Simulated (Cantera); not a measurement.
A closed system holds: 1 mol NH3, 4.1 mol H2, 0.39 mol N2, equilibrated at 30000 Pa.

These are equilibrium values from Cantera (NASA tables, ideal gas, pure condensed phases), not measurements of a reactor. Rates play no part. All values below are at 2300 K.

Base state: H2 0.848, N2 0.136, H 0.0163 (mole fractions); condensed: gas only.

Q: What changes in the equilibrium state with this change: NH3 replaced by S?

A: 
```json
[
 {"species": "H2", "before": "0.848", "after": "0.771"},
 {"species": "N2", "before": "0.136", "after": "0.0785"},
 {"species": "S2", "before": "0", "after": "0.0663"},
 {"species": "H2S", "before": "0", "after": "0.0316"},
 {"species": "SH", "before": "0", "after": "0.0288"},
 {"species": "H", "before": "0.0163", "after": "0.0155"},
 {"species": "S", "before": "0", "after": "0.00826"},
 {"species": "SN", "before": "0", "after": "1.04e-5"}
]
```
Further candidate phases: S.
